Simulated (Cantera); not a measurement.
A closed system holds: 1 mol Pb, 0.077 mol H₂, 0.13 mol N₂, held at 648.15 K and 101000 Pa.

These are equilibrium values from Cantera (NASA tables, ideal gas, pure condensed phases), not measurements of a reactor. Candidate condensed phases: Pb; 11 gas species. The numbers say what is thermodynamically allowed, not how fast it happens.

Base state: N₂ 0.628, H₂ 0.368, NH₃ 0.00345 (mole fractions); condensed: Pb(l).

**Question.** What changes in the equilibrium state with this change: temperature from 648.15 K to 473.15 K?

**Answer.** 
```tsv
species	before	after
N₂	0.628	0.638
H₂	0.368	0.285
NH₃	0.00345	0.0770
Pb(l), mol	1.00	0
Pb(s), mol	0	1.00
```
